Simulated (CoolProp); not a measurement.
Properties of R410A along the isobar 5.67 MPa (Tc = 344.5 K, pc = 4.901 MPa, ω = 0.296).

The numbers come from the reference Helmholtz-energy equation of state, Lemmon 2003 in CoolProp. It is a pseudo-pure fit of the blend.

| T (K) | phase | density (kg/m³) | cp (kJ/(kg K)) | expansivity (1/kK) | fugacity coefficient |
|---|---|---|---|---|---|
| 318.4 | liquid | 990.3 | 1.794 | 5.915 | 0.3839 |
| 333.3 | liquid | 886.7 | 2.156 | 9.624 | 0.4894 |
| 348.1 | supercritical | 674.9 | 5.113 | 45.78 | 0.5962 |
| 362.9 | supercritical | 263.3 | 2.680 | 22.78 | 0.6680 |
| 377.7 | supercritical | 208.3 | 1.783 | 11.65 | 0.7153 |
| 392.6 | supercritical | 180.4 | 1.512 | 8.142 | 0.7534 |
| 407.4 | supercritical | 162.2 | 1.386 | 6.385 | 0.7849 |
| 422.2 | supercritical | 148.8 | 1.316 | 5.310 | 0.8116 |
| 437 | supercritical | 138.4 | 1.275 | 4.581 | 0.8345 |
| 451.8 | supercritical | 129.8 | 1.251 | 4.051 | 0.8542 |
| 466.7 | supercritical | 122.6 | 1.238 | 3.645 | 0.8715 |
| 481.5 | supercritical | 116.4 | 1.231 | 3.327 | 0.8866 |

The peak of cp marks the crossing from liquid-like to gas-like fluid above the critical point.
